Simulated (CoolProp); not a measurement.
Ethylene along the isotherm 262 K: density (kg/m³) from the reference equation and from simpler models built on Tc = 282.4 K, pc = 50.42 bar, ω = 0.087; each cubic takes its own stable root.

The numbers come from the reference Helmholtz-energy equation of state, Smukala 2000 in CoolProp.

| p (bar) | phase | reference | van der Waals | Redlich-Kwong | Soave-Redlich-Kwong | Peng-Robinson |
|---|---|---|---|---|---|---|
| 0.399 | gas | 0.5156 | 0.5153 | 0.5156 | 0.5156 | 0.5158 |
| 0.585 | gas | 0.7571 | 0.7565 | 0.7571 | 0.7571 | 0.7575 |
| 0.859 | gas | 1.114 | 1.113 | 1.114 | 1.114 | 1.115 |
| 1.26 | gas | 1.640 | 1.637 | 1.640 | 1.640 | 1.642 |
| 1.85 | gas | 2.420 | 2.414 | 2.420 | 2.421 | 2.424 |
| 2.72 | gas | 3.586 | 3.573 | 3.586 | 3.587 | 3.595 |
| 3.99 | gas | 5.321 | 5.291 | 5.320 | 5.322 | 5.340 |
| 5.85 | gas | 7.939 | 7.871 | 7.936 | 7.940 | 7.980 |
| 8.59 | gas | 11.98 | 11.82 | 11.97 | 11.98 | 12.07 |
| 12.6 | gas | 18.36 | 17.97 | 18.33 | 18.35 | 18.56 |
| 18.5 | gas | 29.07 | 28.02 | 28.96 | 29.03 | 29.54 |
| 27.2 | gas | 49.96 | 46.27 | 49.26 | 49.55 | 51.02 |
| 39.9 | liquid | 395.5 | 255.9 | 342.9 | 348.1 | 392.0 |
| 58.5 | liquid | 409.5 | 279.2 | 365.5 | 369.3 | 415.0 |
| 85.9 | liquid | 424.3 | 298.0 | 387.9 | 390.9 | 438.6 |
| 126 | liquid | 440.2 | 315.5 | 411.0 | 413.3 | 463.2 |
